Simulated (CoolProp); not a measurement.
R1336mzz(Z) along the isotherm 84.15 °C: Z from the reference equation and from simpler models built on Tc = 171.3 °C, pc = 2.904 MPa, ω = 0.386; each cubic takes its own stable root.

Values from CoolProp's reference Helmholtz-energy equation of state, McLinden 2020.

```json
[
 {"p (MPa)": "0.0459", "phase": "gas", "reference": "0.9874", "van der Waals": "0.9921", "Redlich-Kwong": "0.9900", "Soave-Redlich-Kwong": "0.9887", "Peng-Robinson": "0.9880"},
 {"p (MPa)": "0.0674", "phase": "gas", "reference": "0.9813", "van der Waals": "0.9883", "Redlich-Kwong": "0.9852", "Soave-Redlich-Kwong": "0.9834", "Peng-Robinson": "0.9823"},
 {"p (MPa)": "0.0989", "phase": "gas", "reference": "0.9724", "van der Waals": "0.9828", "Redlich-Kwong": "0.9782", "Soave-Redlich-Kwong": "0.9754", "Peng-Robinson": "0.9739"},
 {"p (MPa)": "0.145", "phase": "gas", "reference": "0.9590", "van der Waals": "0.9746", "Redlich-Kwong": "0.9677", "Soave-Redlich-Kwong": "0.9636", "Peng-Robinson": "0.9613"},
 {"p (MPa)": "0.213", "phase": "gas", "reference": "0.9386", "van der Waals": "0.9622", "Redlich-Kwong": "0.9520", "Soave-Redlich-Kwong": "0.9458", "Peng-Robinson": "0.9424"},
 {"p (MPa)": "0.313", "phase": "gas", "reference": "0.9070", "van der Waals": "0.9435", "Redlich-Kwong": "0.9280", "Soave-Redlich-Kwong": "0.9184", "Peng-Robinson": "0.9134"},
 {"p (MPa)": "0.459", "phase": "gas", "reference": "0.8565", "van der Waals": "0.9148", "Redlich-Kwong": "0.8910", "Soave-Redlich-Kwong": "0.8755", "Peng-Robinson": "0.8684"},
 {"p (MPa)": "0.674", "phase": "liquid", "reference": "0.03114", "van der Waals": "0.8689", "Redlich-Kwong": "0.8309", "Soave-Redlich-Kwong": "0.03701", "Peng-Robinson": "0.03262"},
 {"p (MPa)": "0.989", "phase": "liquid", "reference": "0.04561", "van der Waals": "0.7905", "Redlich-Kwong": "0.05824", "Soave-Redlich-Kwong": "0.05411", "Peng-Robinson": "0.04772"},
 {"p (MPa)": "1.45", "phase": "liquid", "reference": "0.06667", "van der Waals": "0.1199", "Redlich-Kwong": "0.08466", "Soave-Redlich-Kwong": "0.07893", "Peng-Robinson": "0.06964"},
 {"p (MPa)": "2.13", "phase": "liquid", "reference": "0.09755", "van der Waals": "0.1727", "Redlich-Kwong": "0.1229", "Soave-Redlich-Kwong": "0.1151", "Peng-Robinson": "0.1017"},
 {"p (MPa)": "3.13", "phase": "liquid", "reference": "0.1425", "van der Waals": "0.2480", "Redlich-Kwong": "0.1779", "Soave-Redlich-Kwong": "0.1675", "Peng-Robinson": "0.1481"},
 {"p (MPa)": "4.59", "phase": "liquid", "reference": "0.2074", "van der Waals": "0.3542", "Redlich-Kwong": "0.2559", "Soave-Redlich-Kwong": "0.2425", "Peng-Robinson": "0.2147"},
 {"p (MPa)": "6.74", "phase": "liquid", "reference": "0.3015", "van der Waals": "0.5050", "Redlich-Kwong": "0.3670", "Soave-Redlich-Kwong": "0.3503", "Peng-Robinson": "0.3106"},
 {"p (MPa)": "9.89", "phase": "liquid", "reference": "0.4366", "van der Waals": "0.7177", "Redlich-Kwong": "0.5236", "Soave-Redlich-Kwong": "0.5035", "Peng-Robinson": "0.4474"},
 {"p (MPa)": "14.5", "phase": "liquid", "reference": "0.6296", "van der Waals": "1.018", "Redlich-Kwong": "0.7438", "Soave-Redlich-Kwong": "0.7205", "Peng-Robinson": "0.6415"}
]
```

At some of these states van der Waals, Redlich-Kwong gives the other phase, because its saturation line lies elsewhere.
